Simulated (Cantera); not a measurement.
# Tantalum, niobium, vanadium and zirconium in process gases: Zr + N2O + H2 + N2

A closed system holds: 1 mol Zr, 1 mol N2O, 88 mol H2, 26 mol N2, equilibrated at 10.0 mbar.

Equilibrium computed with Cantera from the NASA thermochemical tables; the gas is ideal and each condensed phase is pure. Candidate condensed phases: H2O, Zr, ZrN, ZrO2; 28 gas species. Mutual solubility and eutectic melting of coexisting phases are not modelled. ZrN: taken at fixed stoichiometry. Condensed phases not in the tables: solid solutions among these carbides, nitrides and lower oxides. The numbers say what is thermodynamically allowed, not how fast it happens.

```json
[
 {"T (°C)": "1802", "log p H2": "-2.13", "log p H": "-3.64", "log p N2": "-2.64", "log p ZrO": "-8.26", "log p Zr": "-11.14", "log p ZrO2": "-9.75", "n ZrN(s)": "0.503", "n ZrO2(tetragonal)": "0.497"},
 {"T (°C)": "1852", "log p H2": "-2.13", "log p H": "-3.51", "log p N2": "-2.64", "log p ZrO": "-7.79", "log p Zr": "-10.57", "log p ZrO2": "-9.29", "n ZrN(s)": "0.503", "n ZrO2(tetragonal)": "0.496"},
 {"T (°C)": "1902", "log p H2": "-2.14", "log p H": "-3.38", "log p N2": "-2.64", "log p ZrO": "-7.34", "log p Zr": "-10.03", "log p ZrO2": "-8.85", "n ZrN(s)": "0.504", "n ZrO2(tetragonal)": "0.496"},
 {"T (°C)": "1952", "log p H2": "-2.14", "log p H": "-3.26", "log p N2": "-2.64", "log p ZrO": "-6.92", "log p Zr": "-9.51", "log p ZrO2": "-8.44", "n ZrN(s)": "0.504", "n ZrO2(tetragonal)": "0.495"},
 {"T (°C)": "2002", "log p H2": "-2.15", "log p H": "-3.15", "log p N2": "-2.65", "log p ZrO": "-6.51", "log p Zr": "-9.02", "log p ZrO2": "-8.04", "n ZrN(s)": "0.503", "n ZrO2(tetragonal)": "0.493"},
 {"T (°C)": "2052", "log p H2": "-2.16", "log p H": "-3.04", "log p N2": "-2.65", "log p ZrO": "-6.12", "log p Zr": "-8.55", "log p ZrO2": "-7.66", "n ZrN(s)": "0.501", "n ZrO2(tetragonal)": "0.489"},
 {"T (°C)": "2102", "log p H2": "-2.18", "log p H": "-2.94", "log p N2": "-2.66", "log p ZrO": "-5.75", "log p Zr": "-8.09", "log p ZrO2": "-7.30", "n ZrN(s)": "0.496", "n ZrO2(tetragonal)": "0.482"},
 {"T (°C)": "2152", "log p H2": "-2.19", "log p H": "-2.84", "log p N2": "-2.66", "log p ZrO": "-5.39", "log p Zr": "-7.66", "log p ZrO2": "-6.95", "n ZrN(s)": "0.482", "n ZrO2(tetragonal)": "0.466"},
 {"T (°C)": "2202", "log p H2": "-2.21", "log p H": "-2.75", "log p N2": "-2.67", "log p ZrO": "-5.05", "log p Zr": "-7.24", "log p ZrO2": "-6.62", "n ZrN(s)": "0.451", "n ZrO2(tetragonal)": "0.432"},
 {"T (°C)": "2252", "log p H2": "-2.24", "log p H": "-2.67", "log p N2": "-2.68", "log p ZrO": "-4.72", "log p Zr": "-6.84", "log p ZrO2": "-6.29", "n ZrN(s)": "0.384", "n ZrO2(tetragonal)": "0.361"},
 {"T (°C)": "2302", "log p H2": "-2.27", "log p H": "-2.59", "log p N2": "-2.69", "log p ZrO": "-4.40", "log p Zr": "-6.45", "log p ZrO2": "-5.99", "n ZrN(s)": "0.243", "n ZrO2(tetragonal)": "0.214"},
 {"T (°C)": "2352", "log p H2": "-2.30", "log p H": "-2.52", "log p N2": "-2.70", "log p ZrO": "-4.16", "log p Zr": "-6.08", "log p ZrO2": "-5.82", "n ZrN(s)": "0.0276", "n ZrO2(tetragonal)": "0"},
 {"T (°C)": "2402", "log p H2": "-2.34", "log p H": "-2.46", "log p N2": "-2.72", "log p ZrO": "-4.16", "log p Zr": "-5.77", "log p ZrO2": "-6.07", "n ZrN(s)": "0", "n ZrO2(tetragonal)": "0"},
 {"T (°C)": "2452", "log p H2": "-2.39", "log p H": "-2.40", "log p N2": "-2.73", "log p ZrO": "-4.18", "log p Zr": "-5.74", "log p ZrO2": "-6.07", "n ZrN(s)": "0", "n ZrO2(tetragonal)": "0"}
]
```
log p: log10 of the partial pressure in bar; n: condensed amount in mol.

From 1802 °C to 2302 °C the condensed part is ZrN(s) + ZrO2(tetragonal). At 2352 °C the condensed part is ZrN(s). From 2402 °C to 2452 °C nothing is condensed. The main Zr-bearing gas is ZrO throughout.
